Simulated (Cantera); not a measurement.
**Pyrogenic steam for wet oxidation**

An isothermal, constant-pressure homogeneous reactor starts with 16.0 % H2, 10.0 % O2, 74.0 % N2, equivalence ratio 0.80, at 1250 K and 0.230 bar.

Model: the H2/O2 subset of GRI-Mech 3.0, which has no nitrogen chemistry, integrated in Cantera. The temperature is held fixed by assumption; the heat of reaction is taken as removed at once.

```tsv
t (s)	x H2	x O2	x H2O	x O	x HO2	x H2O2
4.00e-5	0.160	0.1000	1.05e-7	1.72e-8	2.75e-8	1.73e-10
0.000124	0.160	0.1000	5.67e-5	7.56e-6	1.29e-6	7.25e-9
0.000384	0.0193	0.0370	0.117	0.0107	7.44e-6	8.66e-7
0.00119	0.00872	0.0265	0.156	0.00271	6.10e-6	1.14e-6
0.00368	0.00168	0.0223	0.171	0.000391	4.39e-6	8.73e-7
0.0114	0.000172	0.0217	0.174	3.68e-5	1.53e-6	2.62e-7
0.0354	1.86e-5	0.0217	0.174	4.20e-6	2.45e-7	5.51e-8
0.110	3.04e-6	0.0217	0.174	7.46e-7	4.49e-8	1.27e-8
0.339	7.05e-7	0.0217	0.174	1.82e-7	1.15e-8	3.47e-9
1.05	2.12e-7	0.0217	0.174	5.56e-8	4.83e-9	1.12e-9
3.26	9.87e-8	0.0217	0.174	2.51e-8	3.85e-9	5.27e-10
10.1	8.55e-8	0.0217	0.174	2.14e-8	3.81e-9	4.53e-10
31.3	8.54e-8	0.0217	0.174	2.14e-8	3.81e-9	4.53e-10
96.8	8.54e-8	0.0217	0.174	2.14e-8	3.81e-9	4.53e-10
300	8.54e-8	0.0217	0.174	2.14e-8	3.81e-9	4.53e-10
```
x: mole fraction; the columns are a selection and need not sum to one.

Equilibrium at this temperature and pressure: H2 8.54e-8, O2 0.0217, H2O 0.174, O 2.14e-8, HO2 3.81e-9, H2O2 4.53e-10 (gas phase only).
